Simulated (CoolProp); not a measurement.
Vapour-liquid equilibrium of nitrogen (1) + carbon monoxide (2) at -190.65 °C; x and y are mole fractions of (1).

Values from CoolProp's multi-fluid Helmholtz-energy mixture model, Span 2000 and Lemmon 2006; pair parameters Gernert 2013.

```tsv
x	bubble pressure (bar)	y at the bubble point	dew pressure at overall composition x (bar)	liquid density (mol/L)
0.05	1.156	0.081	1.141	28.16
0.125	1.215	0.192	1.179	28.13
0.2	1.273	0.293	1.219	28.10
0.275	1.330	0.384	1.263	28.07
0.35	1.386	0.466	1.309	28.04
0.425	1.439	0.542	1.357	28.02
0.5	1.491	0.612	1.409	27.99
0.575	1.540	0.677	1.463	27.97
0.65	1.588	0.739	1.519	27.95
0.725	1.634	0.797	1.577	27.94
0.8	1.677	0.853	1.636	27.93
0.875	1.719	0.908	1.694	27.92
0.95	1.759	0.963	1.750	27.92
```

No azeotrope shows between x = 0.05 and 0.95.

Pair parameters are fitted to limited data, so mixtures are less certain than the pure fluids.
